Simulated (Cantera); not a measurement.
Input: 1 mol TiO2, 5.4 mol H2, 24 mol N2, equilibrated at 10.0 Torr.

Method: chemical equilibrium by Gibbs-energy minimisation in Cantera with the NASA 1993 tables (ideal gas, pure condensed phases). Candidate condensed phases: H2O, Ti, TiN, TiO, TiO2, Ti2O3, Ti3O5, Ti4O7; 27 gas species. Mutual solubility and eutectic melting of coexisting phases are not modelled. Condensed phases not in the tables: Magnéli phases beyond Ti4O7. Kinetics and transport are ignored.

x: gas mole fraction; n: condensed amount in mol.

| T (°C) | x N2 | x H2 | x H2O | x H | n TiO2(rutile) | n Ti4O7(s) |
|---|---|---|---|---|---|---|
| 1175 | 0.816 | 0.182 | 0.00196 | 3.40e-5 | 0.769 | 0.0577 |
| 1200 | 0.816 | 0.181 | 0.00238 | 4.66e-5 | 0.721 | 0.0698 |
| 1225 | 0.816 | 0.181 | 0.00286 | 6.33e-5 | 0.664 | 0.0840 |
| 1250 | 0.816 | 0.180 | 0.00341 | 8.50e-5 | 0.599 | 0.100 |
| 1275 | 0.816 | 0.180 | 0.00405 | 0.000113 | 0.523 | 0.119 |
| 1300 | 0.816 | 0.179 | 0.00479 | 0.000149 | 0.437 | 0.141 |
| 1325 | 0.816 | 0.178 | ___ | ___ | ___ | ___ |
| 1350 | 0.816 | 0.177 | 0.00657 | 0.000252 | 0.227 | 0.193 |
| 1375 | 0.816 | 0.176 | 0.00764 | 0.000323 | 0.102 | 0.225 |
| 1400 | 0.816 | 0.175 | 0.00850 | ___ | 0 | 0.250 |
| 1425 | 0.816 | 0.175 | 0.00850 | 0.000524 | 0 | 0.250 |
| 1450 | 0.816 | 0.175 | 0.00850 | 0.000660 | 0 | 0.250 |
| 1475 | 0.816 | 0.175 | 0.00850 | 0.000827 | 0 | 0.250 |

Question: Some entries are withheld; supply them.

Answer: 
- 1400, x H: 0.000413
- 1325, x H2O: 0.00562
- 1325, x H: 0.000194
- 1325, n TiO2(rutile): 0.339
- 1325, n Ti4O7(s): 0.165
